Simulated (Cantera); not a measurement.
A perfectly stirred reactor is fed with H₂ : O₂ = 0.18 : 1 (molar parts), equivalence ratio 0.090, at 20.0 Torr; it is held at 1225 K, and followed from long to short residence time.

Computed with Cantera and the H2/O2 subset of GRI-Mech 3.0, which has no nitrogen chemistry. Radical loss at walls, strong at low pressure, is not modelled. The temperature is held fixed by assumption; the heat of reaction is taken as removed at once.

What does this change do: temperature 1225 to 1025 K?


```
quantity                  before    after
----------------------  --------  -------
x(H₂) at τ = 0.430 s    0.000485  0.00120
x(O₂) at τ = 0.430 s       0.832    0.834
x(O) at τ = 0.430 s      0.00235  0.00106
x(H₂O) at τ = 0.430 s      0.163    0.163
x(H₂O₂) at τ = 0.430 s   3.44e-7  6.14e-7
x(H₂) at τ = 51.0 ms     0.00178  0.00407
x(O₂) at τ = 51.0 ms       0.824    0.830
x(O) at τ = 51.0 ms      0.00914  0.00379
x(H₂O) at τ = 51.0 ms      0.159    0.159
x(H₂O₂) at τ = 51.0 ms   5.29e-7  8.59e-7
```

What does this change do: pressure from 20.0 Torr to 6.23 Torr?


```
quantity                  before    after
----------------------  --------  -------
x(H₂) at τ = 0.430 s    0.000485  0.00135
x(O₂) at τ = 0.430 s       0.832    0.822
x(O) at τ = 0.430 s      0.00235   0.0106
x(H₂O) at τ = 0.430 s      0.163    0.159
x(H₂O₂) at τ = 0.430 s   3.44e-7  1.68e-7
x(H₂) at τ = 51.0 ms     0.00178  0.00432
x(O₂) at τ = 51.0 ms       0.824    0.795
x(O) at τ = 51.0 ms      0.00914   0.0338
x(H₂O) at τ = 51.0 ms      0.159    0.143
x(H₂O₂) at τ = 51.0 ms   5.29e-7  1.79e-7
```
